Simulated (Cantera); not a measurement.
An isothermal, constant-pressure homogeneous reactor starts with 13.0 % NO, 87.0 % N2, at 1850 K and 0.0150 bar.

Model: GRI-Mech 3.0 (53 species, 325 reactions), integrated in Cantera. Radical loss at walls, strong at low pressure, is not modelled.

Predict: x(NO) at 200 s; x(NO2) at 200 s; x(N2O) at 200 s; x(N2) at 200 s; x(O2) at 200 s.


```json
{
  "x(NO) at 200 s": "0.0422 (gas-phase equilibrium 0.00294)",
  "x(NO2) at 200 s": "5.30e-6 (gas-phase equilibrium 4.47e-7)",
  "x(N2O) at 200 s": "5.86e-7 (gas-phase equilibrium 2.24e-8)",
  "x(N2) at 200 s": "0.914 (gas-phase equilibrium 0.933)",
  "x(O2) at 200 s": "0.0436 (gas-phase equilibrium 0.0633)"
}
```
